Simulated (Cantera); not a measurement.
What does this Cantera script print?

```python
import numpy as np
import cantera as ct

gas_names = """
    C CN C2 CCN CNC C2N2 C3 C4 C4N2 C5 N N2 Si SiC SiC2 SiN Si2 Si2C Si2N Si3
""".split()
cond_names = """
    C(gr) Si(cr) Si(L) SiC(b) Si3N4(a)
""".split()


def load(file, names, dense=False):
    # The tables refer to 1 bar. Condensed volumes are neglected.
    table = {s.name: s for s in ct.Species.list_from_file(file)}
    out = []
    for n in names:
        d = dict(table[n].input_data)
        d["thermo"] = dict(d["thermo"], **{"reference-pressure": 1e5})
        if dense:
            d["equation-of-state"] = {"model": "constant-volume", "density": "1e6 g/cm^3"}
        out.append(ct.Species.from_dict(d))
    return out


gas = ct.Solution(thermo="ideal-gas", species=load("nasa_gas.yaml", gas_names))
cond = {s.name: ct.Solution(thermo="fixed-stoichiometry", species=[s], name=s.name)
        for s in load("nasa_condensed.yaml", cond_names, dense=True)}
atoms = {
    'SiC': {'Si': 1, 'C': 1},
    'Si': {'Si': 1},
    'N2': {'N': 2},
}
top_T = {'C(gr)': 4500, 'SiC(b)': 3050, 'Si3N4(a)': 2400}  # K; cautious upper limits of use, not melting points


def equilibrate(T, P, feed):
    n = {}
    for name, mol in feed.items():
        for a, k in atoms[name].items():
            n[a] = n.get(a, 0.0) + k * mol
    gas.TPX = T, P, n
    mass = sum(n.values()) * gas.mean_molecular_weight
    gas.equilibrate("TP")
    valid = [c for c in cond.values() if c.min_temp <= T <= top_T.get(c.name, c.max_temp)]
    mix = ct.Mixture([(gas, mass / gas.mean_molecular_weight)] + [(c, 0.0) for c in valid])
    mix.T, mix.P = T, P
    mix.equilibrate("TP", solver="vcs", rtol=1e-11, max_steps=5000)
    return mix


results = []
feed = {'SiC': 1, 'Si': 0.005, 'N2': 0.34}  # mol
P = 1.3  # Pa
for T in [2475, 2550, 2625, 2700, 2775, 2850, 2925]:
    mix = equilibrate(T, P, feed)
    results.append((T, P, feed, dict(zip(mix.species_names, mix.species_moles))))

top = {s: max(r[3][s] / sum(r[3][g] for g in gas_names) for r in results) for s in gas_names}
cols = sorted((s for s in top if top[s] > 0.0001), key=lambda s: -top[s])[:9]
seen = [c for c in cond_names if any(r[3].get(c, 0) > 1e-12 for r in results)]
print("log10 of partial pressures in bar; condensed amounts in mol")
print(f"{'T/K':>10s}" + "".join(f"{s[:9]:>10s}" for s in cols + seen))
for T, P, feed, n in results:
    ng = sum(n[g] for g in gas_names)
    print(f"{T:10.4g}" + "".join(f"{np.log10(max(n[s] / ng * P / 1e5, 1e-99)):10.3f}" for s in cols)
          + "".join(f"{n.get(c, 0):10.4g}" for c in seen))
```

It prints:

```
log10 of partial pressures in bar; condensed amounts in mol
       T/K        Si         C        N2      SiC2        C3        CN        C2         N      Si2C     C(gr)
      2475    -5.126    -6.930    -5.512    -5.744    -6.474    -6.834    -7.512    -9.392    -8.073    0.4646
      2550    -5.185    -6.486    -5.561    -5.709    -5.973    -6.591    -7.004    -9.118    -8.424   0.06477
      2625    -5.177    -6.195    -5.595    -5.869    -5.882    -6.482    -6.780    -8.853    -8.758         0
      2700    -5.171    -5.951    -5.625    -6.081    -5.887    -6.409    -6.629    -8.602    -9.104         0
      2775    -5.176    -5.741    -5.658    -6.335    -5.955    -6.363    -6.528    -8.366    -9.474         0
      2850    -5.190    -5.568    -5.692    -6.638    -6.100    -6.348    -6.486    -8.144    -9.872         0
      2925    -5.210    -5.440    -5.721    -7.002    -6.343    -6.366    -6.516    -7.932   -10.296         0
```

Equilibrium computed with Cantera from the NASA thermochemical tables; the gas is ideal and each condensed phase is pure. The tables' values for SiN are old estimates; treat these amounts as uncertain.
